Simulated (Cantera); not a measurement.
Charge: 1 mol PbO, a varied amount of H2, at 1127 °C and 670 Pa.

Method: chemical equilibrium by Gibbs-energy minimisation in Cantera with the NASA 1993 tables (ideal gas, pure condensed phases). Candidate condensed phases: H2O, Pb, PbO, PbO2, Pb3O4; 12 gas species. Rates play no part.

x: gas mole fraction; nothing condenses.

```tsv
n(H2) (mol)	x H2	x H2O	x Pb	x H	x PbO	x Pb2
2.3	0.394	0.303	0.303	3.73e-5	4.39e-5	1.49e-5
3	0.500	0.250	0.250	4.20e-5	2.35e-5	1.01e-5
3.9	0.592	0.204	0.204	4.57e-5	1.33e-5	6.76e-6
5	0.667	0.167	0.167	4.85e-5	7.85e-6	4.51e-6
6.5	0.733	0.133	0.133	5.09e-5	4.57e-6	2.89e-6
8.4	0.787	0.106	0.106	5.27e-5	2.71e-6	1.84e-6
11	0.833	0.0833	0.0833	5.42e-5	1.57e-6	1.13e-6
14	0.867	0.0667	0.0667	5.53e-5	9.66e-7	7.22e-7
18	0.895	[?]	[?]	5.62e-5	[?]	[?]
24	0.920	[?]	[?]	5.70e-5	[?]	[?]
31	0.937	0.0312	0.0312	5.75e-5	1.96e-7	1.59e-7
40	0.951	0.0244	0.0244	5.80e-5	1.18e-7	9.66e-8
```

Task: Fill in the missing entries.

Result: 
- 24, x H2O: 0.0400
- 24, x Pb: 0.0400
- 24, x PbO: 3.28e-7
- 24, x Pb2: 2.60e-7
- 18, x H2O: 0.0526
- 18, x Pb: 0.0526
- 18, x PbO: 5.83e-7
- 18, x Pb2: 4.50e-7
